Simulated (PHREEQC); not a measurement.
Alkaline etch or developer

Make-up at 20 °C: 0.4 mol NH3, 0.0011 mol Na2SiO3 and 0.00032 mol (CH3)4NCl per kg of water. Closed to the air; pH follows from the charge balance.

Computed with PHREEQC (ion-association model, wateq4f.dat).

Each row changes one thing in this solution. Precipitation was switched off in this run.

```
case                                           pH  ionic strength (mol/kgw)  NH4+ (mol/kgw)  H2SiO4-2 (mol/kgw)  H4SiO4 (mol/kgw)  SI of Quartz (SiO2)
------------------------------------------  -----  ------------------------  --------------  ------------------  ----------------  -------------------
as made                                     11.67                   0.00486         0.00231             2.96e-5           1.70e-5                -0.71
(CH3)4NCl from 0.00032 to 0.000352 mol/kgw  11.67                   0.00489         0.00231             2.97e-5           1.70e-5                -0.71
NH3 from 0.4 to 2 mol/kgw                   11.98                   0.00839         0.00581             6.24e-5           7.99e-6                -1.01
(CH3)4NCl from 0.00032 to 0.0016 mol/kgw    11.67                   0.00616         0.00233             3.03e-5           1.69e-5                -0.71
```

(CH3)4N+ isn't in the database: it is added as a free cation with an ion size of 4 Å.
